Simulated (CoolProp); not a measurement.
A single-stage vapour-compression cycle with chlorine: evaporating at 299.15 K (dew point), condensing at 335.15 K (bubble point), superheat 2 K, subcooling 0 K, compressor efficiency 0.75, no pressure losses. Each further row changes one setting.

The numbers come from the reference Helmholtz-energy equation of state, Thol 2021 in CoolProp.

| case | cooling COP | pressure ratio | discharge temperature (K) | refrigerating effect (kJ/kg) | volumetric capacity (kJ/m³) |
|---|---|---|---|---|---|
| as stated | … | 2.36 | 390.2 | 211 | 5330 |
| evaporating temperature 304.15 K | 6.33 | 2.07 | 381.2 | 212 | … |
| condensing temperature 330.15 K | … | 2.12 | 378.1 | 216 | 5470 |
| subcooling 5 K | … | 2.36 | 390.2 | 216 | 5470 |
| superheat 12 K | … | 2.36 | … | 217 | 5230 |
| compressor efficiency 0.65 | … | 2.36 | 400.4 | 211 | 5330 |

Problem. Fill in the missing entries.

Solution. 
- as stated, cooling COP: 5.28
- evaporating temperature 304.15 K, volumetric capacity (kJ/m³): 6080
- condensing temperature 330.15 K, cooling COP: 6.26
- subcooling 5 K, cooling COP: 5.41
- superheat 12 K, cooling COP: 5.18
- superheat 12 K, discharge temperature (K): 403.1
- compressor efficiency 0.65, cooling COP: 4.57
